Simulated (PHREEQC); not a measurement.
# Metal-bearing waste water: speciation

Consider water at 84 °C with 0.0013 mol CdCl2, 0.18 mol MgSO4, 0.0024 mol HCl and 4.7e-05 mol Na2SO4 per kg of water. Closed to the air; pH follows from the charge balance.

Computed with PHREEQC (ion-association model, phreeqc.dat).

This is a speciation only: nothing precipitates in the calculation.

Task: Estimate the pH.

Result: pH 3.55.

Task: In which forms is Na present?

Result: Na+ 93 %, NaSO4- 7.3 % of the Na.

Complexes and solids missing from the database can't appear. Away from 25 °C the constants follow the database's enthalpies or fits; those with neither stay at their 25 °C values.
